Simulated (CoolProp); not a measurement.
A Linde-Hampson liquefier for CF4 (R14): isothermal reversible compression at 250 K from 1 atm to 30 MPa, throttling to 1 atm, return gas leaving the recuperator 0 K below the feed. Each further row changes one setting.

Values from CoolProp's reference Helmholtz-energy equation of state, Platzer 1990. This equation is an older, rougher fit; its heat capacities, sound speeds and derivatives of the liquid may be far off and weren't checked against measurements.

| case | liquid yield per pass | compression work (kJ/kg of gas) |
|---|---|---|
| as stated | 0.436 | 109 |
| warm-end temperature 280 K | 0.344 | 131 |
| warm-end gap 5 K | 0.427 | 109 |
